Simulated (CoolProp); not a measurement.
A single-stage vapour-compression cycle with the fluid: evaporating at 270.15 K (dew point), condensing at 292.15 K (bubble point), superheat 8 K, subcooling 8 K, compressor efficiency 0.75, no pressure losses. The same conditions are run with several fluids, on thermodynamics alone (safety and materials aside).

Computed with CoolProp (reference Helmholtz-energy equation of state of each fluid (neopentane: Lemmon 2006; chlorine: Thol 2021; CH3F (R41): Lemmon 2006; R22: Kamei 1995; R227EA: Lemmon 2016; isobutane: Bücker 2006)).

```json
[
 {"fluid": "neopentane", "cooling COP": "9.01", "pressure ratio": "2.24", "discharge temperature (K)": "300.7", "refrigerating effect (kJ/kg)": "307", "volumetric capacity (kJ/m³)": "621"},
 {"fluid": "chlorine", "cooling COP": "8.54", "pressure ratio": "1.97", "discharge temperature (K)": "343.6", "refrigerating effect (kJ/kg)": "259", "volumetric capacity (kJ/m³)": "2800"},
 {"fluid": "CH3F (R41)", "cooling COP": "7.70", "pressure ratio": "1.77", "discharge temperature (K)": "323.8", "refrigerating effect (kJ/kg)": "322", "volumetric capacity (kJ/m³)": "11600"},
 {"fluid": "R22", "cooling COP": "8.64", "pressure ratio": "1.96", "discharge temperature (K)": "318.4", "refrigerating effect (kJ/kg)": "197", "volumetric capacity (kJ/m³)": "3640"},
 {"fluid": "R227EA", "cooling COP": "8.88", "pressure ratio": "2.16", "discharge temperature (K)": "298.4", "refrigerating effect (kJ/kg)": "116", "volumetric capacity (kJ/m³)": "1590"},
 {"fluid": "isobutane", "cooling COP": "8.94", "pressure ratio": "2.08", "discharge temperature (K)": "304.1", "refrigerating effect (kJ/kg)": "338", "volumetric capacity (kJ/m³)": "1260"}
]
```
